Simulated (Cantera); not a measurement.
Input: 1 mol Si2H6, 12 mol N2, equilibrated at 1648 K and 10000 Pa.

These are equilibrium values from Cantera (NASA tables, ideal gas, pure condensed phases), not measurements of a reactor. Candidate condensed phases: Si, Si3N4; 18 gas species. The feed counts by its element totals alone. Rates play no part.

Base state: N2 0.780, H2 0.219, H 0.000132 (mole fractions); condensed: Si3N4(s).

**Question.** What changes in the equilibrium state with this change: Si2H6 replaced by SiH4?

**Answer.** 
```json
[
 {"species": "N2", "before": "0.780", "after": "0.850"},
 {"species": "H2", "before": "0.219", "after": "0.150"},
 {"species": "H", "before": "0.000132", "after": "0.000109"},
 {"species": "Si3N4(s), mol", "before": "0.667", "after": "0.333"}
]
```

**Question.** What changes in the equilibrium state with this change: Si2H6 replaced by SiHCl3?

**Answer.** 
| species | before | after |
|---|---|---|
| N2 | 0.780 | 0.866 |
| HCl | 0 | 0.0560 |
| SiCl2 | 0 | 0.0536 |
| H2 | 0.219 | 0.00810 |
| SiCl3 | 0 | 0.0111 |
| SiCl4 | 0 | 0.00504 |
| Cl | 0 | 0.000137 |
| SiHCl3 | 0 | 0.000122 |
| Si3N4(s), mol | 0.667 | 0.0116 |
The tables' values for SiCl3 are old estimates; treat these amounts as uncertain. Further candidate phases: NH4Cl.
